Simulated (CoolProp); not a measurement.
Properties of dodecamethylcyclohexasiloxane (D6) along the isotherm 620 K (Tc = 645.8 K, pc = 9.614 bar, ω = 0.736).

Model: reference Helmholtz-energy equation of state, Colonna 2008, in CoolProp. It is a short technical equation, of lower accuracy than the large ones.

| p (bar) | phase | density (kg/m³) | cv (kJ/(kg K)) | isothermal compressibility (1/MPa) | fugacity coefficient |
|---|---|---|---|---|---|
| 0.304 | gas | 2.665 | 1.939 | 33.41 | 0.9848 |
| 0.459 | gas | 4.056 | 1.939 | 22.31 | 0.9772 |
| 0.692 | gas | 6.190 | 1.939 | 14.98 | 0.9657 |
| 1.04 | gas | 9.480 | 1.940 | 10.17 | 0.9487 |
| 1.57 | gas | 14.75 | 1.941 | 6.953 | 0.9232 |
| 2.38 | gas | 23.49 | 1.942 | 4.842 | 0.8850 |
| 3.58 | gas | 38.41 | 1.946 | 3.553 | 0.8298 |
| 5.41 | gas | 68.65 | 1.955 | 2.991 | 0.7481 |
| 8.16 | liquid | 508.6 | 1.978 | 0.1430 | 0.5738 |
| 12.3 | liquid | 532.8 | 1.978 | 0.09044 | 0.4077 |
| 18.6 | liquid | 557.8 | 1.978 | 0.05980 | 0.2978 |
| 28 | liquid | 584.0 | 1.979 | 0.04049 | 0.2280 |
| 42.2 | liquid | 612.2 | 1.980 | 0.02763 | 0.1857 |
| 63.7 | liquid | 642.8 | 1.982 | 0.01893 | 0.1653 |
| 96.1 | liquid | 676.1 | 1.984 | 0.01304 | 0.1673 |
